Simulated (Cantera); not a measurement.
Feed: 1 mol Mg(OH)2, 2 mol H2, 1.5 mol O2, held at 2900 Pa.

These are equilibrium values from Cantera (NASA tables, ideal gas, pure condensed phases), not measurements of a reactor. Candidate condensed phases: H2O, Mg, MgO, Mg(OH)2; 15 gas species. Kinetics and transport are ignored. All values below are at 1600 K.

Base state: H2O 0.856, O2 0.143, OH 0.00114, H2 8.83e-5, O 3.22e-5 (mole fractions); condensed: MgO(s).

Question: What changes in the equilibrium state with this change: 0.037 mol CH4 added?

Answer: 
```
species       before    after
-----------  -------  -------
H2O            0.856    0.868
O2             0.143    0.120
CO2                0   0.0105
H2           8.83e-5  9.76e-5
O            3.22e-5  2.95e-5
OH           0.00114  0.00110
MgO(s), mol    1.000    1.000
```
Further candidate phases: C, C6H6, C7H8, C8H18, MgCO3.

Question: What changes in the equilibrium state with this change: Mg(OH)2 replaced by MgCO3?

Answer: 
```json
[
 {"species": "H2O", "before": "0.856", "after": "0.571"},
 {"species": "CO2", "before": "0", "after": "0.286"},
 {"species": "O2", "before": "0.143", "after": "0.143"},
 {"species": "OH", "before": "0.00114", "after": "0.000930"},
 {"species": "CO", "before": "0", "after": "8.85e-5"},
 {"species": "H2", "before": "8.83e-5", "after": "5.89e-5"},
 {"species": "MgO(s), mol", "before": "1.000", "after": "1.000"}
]
```
Further candidate phases: C, C6H6, C7H8, C8H18, MgCO3.
